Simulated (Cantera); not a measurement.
Cantera run:

```python
import numpy as np
import cantera as ct

gas_names = """
    Fe H H2 H2S N NH NH2 NH3 N2 N2H2 N2H4 S SH SN S2 S8
""".split()
cond_names = """
    Fe(a) Fe(c) Fe(d) Fe(L) FeS(a) FeS(b) FeS(c) FeS(L) FeS2(s) S(cr1) S(cr2) S(L)
""".split()


# ... load() reads the species with a 1 bar reference pressure and builds the phases ...
atoms = {
    'Fe': {'Fe': 1},
    'H2S': {'H': 2, 'S': 1},
    'N2': {'N': 2},
}
top_T = {'FeS2(s)': 1010}  # K; cautious upper limits of use, not melting points


# ... equilibrate(T, P, feed) seeds the gas with the atoms and calls Mixture.equilibrate('TP', solver="vcs", rtol=1e-11, max_steps=5000) ...
results = []
feed = {'Fe': 1, 'H2S': 0.044, 'N2': 4.5}  # mol
T = 1100  # K
P = 460000  # Pa
mix = equilibrate(T, P, feed)
results.append((T, P, feed, dict(zip(mix.species_names, mix.species_moles))))
x = sorted(zip(gas.X, gas.species_names), reverse=True)
print(f"T = {T:g} K  P = {P:g} Pa  gas = {mix.phase_moles(0):.4g} mol")
print("   x: " + "  ".join(f"{s} {v:.3e}" for v, s in x if v > 1e-06))
print("   condensed (mol): " + ("  ".join(f"{mix.phase(i).name} {mix.phase_moles(i):.4g}"
      for i in range(1, mix.n_phases) if mix.phase_moles(i) > 1e-12) or "none"))
```

Output:

```
T = 1100 K  P = 460000 Pa  gas = 4.544 mol
   x: N2 9.903e-01  H2 9.659e-03  H2S 2.206e-05  NH3 1.381e-06
   condensed (mol): Fe(a) 0.9561  FeS(c) 0.0439
```

Method: chemical equilibrium by Gibbs-energy minimisation in Cantera with the NASA 1993 tables (ideal gas, pure condensed phases). Mutual solubility and eutectic melting of coexisting phases are not modelled. FeS: taken at fixed stoichiometry.
